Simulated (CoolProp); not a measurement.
Vapour pressure (bar) of R1234yf: the reference equation beside estimates from Tc = 367.8 K, pc = 33.84 bar, ω = 0.276. Clausius-Clapeyron is anchored at 198 K with a constant enthalpy of vaporisation of 23.21 kJ/mol.

Values from CoolProp's reference Helmholtz-energy equation of state, Lemmon 2022.

| T (K) | reference | Lee-Kesler | Clausius-Clapeyron | van der Waals | Redlich-Kwong | Soave-Redlich-Kwong | Peng-Robinson |
|---|---|---|---|---|---|---|---|
| 192.2 | 0.05053 | 0.04782 | 0.05081 | 1.260 | 0.1379 | 0.04898 | 0.05213 |
| 195.1 | 0.06292 | 0.05972 | 0.06306 | 1.388 | 0.1670 | 0.06107 | 0.06467 |
| 198 | 0.07776 | 0.07402 | 0.07776 | 1.525 | 0.2009 | 0.07557 | 0.07964 |
| 201 | 0.09606 | 0.09173 | 0.09596 | 1.676 | 0.2414 | 0.09349 | 0.09807 |
| 203.9 | 0.1170 | 0.1121 | 0.1169 | 1.832 | 0.2865 | 0.1140 | 0.1191 |
| 206.9 | 0.1425 | 0.1369 | 0.1426 | 2.004 | 0.3399 | 0.1391 | 0.1447 |
| 209.8 | 0.1714 | 0.1652 | 0.1718 | 2.180 | 0.3986 | 0.1675 | 0.1736 |
| 212.7 | 0.2048 | 0.1980 | 0.2060 | 2.367 | 0.4650 | 0.2005 | 0.2070 |
| 215.7 | 0.2449 | 0.2374 | 0.2473 | 2.572 | 0.5423 | 0.2401 | 0.2470 |
| 218.6 | 0.2894 | 0.2814 | 0.2936 | 2.781 | 0.6261 | 0.2842 | 0.2915 |
| 221.6 | 0.3422 | 0.3337 | 0.3490 | 3.009 | 0.7228 | 0.3365 | 0.3440 |
| 224.5 | 0.4003 | 0.3914 | 0.4106 | 3.241 | 0.8268 | 0.3943 | 0.4019 |
| 227.4 | 0.4661 | 0.4570 | 0.4812 | 3.486 | 0.9418 | 0.4597 | 0.4674 |
| 230.4 | 0.5429 | 0.5338 | 0.5646 | 3.751 | 1.073 | 0.5364 | 0.5439 |

Absolute difference from the reference over all 14 rows, mean and median: Lee-Kesler 3.5 and 3.5 %, Clausius-Clapeyron 1.1 and 0.6 %, van der Waals 1253.2 and 1113.8 %, Redlich-Kwong 131.9 and 129.8 %, Soave-Redlich-Kwong 2.2 and 2.2 %, Peng-Robinson 1.4 and 1.2 %.
